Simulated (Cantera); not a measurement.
A Cantera script and its output.

```python
import numpy as np
import cantera as ct

gas = ct.Solution("h2o2.yaml")
gas.TPX = 950, 3400, {'H2': 0.12, 'O2': 1}
inlet = ct.Reservoir(gas, clone=True)

reactor = ct.IdealGasConstPressureReactor(gas, energy="off", clone=False)
exhaust = ct.Reservoir(gas, clone=True)
tau = [6.2, 1.5, 0.38, 0.094, 0.023, 0.0058, 0.0014, 0.00036][0]
for a, b in ((inlet, reactor), (reactor, exhaust)):
    ct.MassFlowController(a, b, mdot=lambda t: reactor.mass / tau)
net = ct.ReactorNet([reactor])
show = ['H2', 'O2', 'H2O2', 'O', 'H2O', 'H']

rows = []
print(f"{'tau/s':>10s}{'T/K':>9s}" + "".join(f"{s:>11s}" for s in show))
for tau in [6.2, 1.5, 0.38, 0.094, 0.023, 0.0058, 0.0014, 0.00036]:
    net.initial_time = 0.0
    net.advance(30 * tau)
    before = gas.X
    net.advance(40 * tau)
    drift = np.max(np.abs(gas.X - before) / (gas.X + 1e-9))
    rows.append([gas.T, *gas[show].X, drift])
    print(f"{tau:10.3e}{gas.T:9.1f}" + "".join(f"{x:11.3e}" for x in gas[show].X))
```

It prints:

```
     tau/s      T/K         H2         O2       H2O2          O        H2O          H
 6.200e+00    950.0  3.478e-04  8.867e-01  2.889e-07  1.012e-04  1.128e-01  5.162e-06
 1.500e+00    950.0  8.068e-04  8.865e-01  4.248e-07  2.467e-04  1.122e-01  2.127e-05
 3.800e-01    950.0  1.746e-03  8.862e-01  5.919e-07  5.572e-04  1.111e-01  8.335e-05
 9.400e-02    950.0  3.713e-03  8.854e-01  7.942e-07  1.221e-03  1.087e-01  3.309e-04
 2.300e-02    950.0  7.771e-03  8.838e-01  1.008e-06  2.584e-03  1.035e-01  1.291e-03
 5.800e-03    950.0  1.579e-02  8.801e-01  1.152e-06  5.085e-03  9.261e-02  4.521e-03
 1.400e-03    950.0  3.271e-02  8.740e-01  1.104e-06  8.644e-03  6.934e-02  1.248e-02
 3.600e-04    950.0  6.668e-02  8.759e-01  7.664e-07  8.079e-03  3.269e-02  1.397e-02
```

Detailed kinetics in Cantera: the H2/O2 subset of GRI-Mech 3.0, which has no nitrogen chemistry. Radical loss at walls, strong at low pressure, is not modelled. The temperature is held fixed by assumption; the heat of reaction is taken as removed at once.
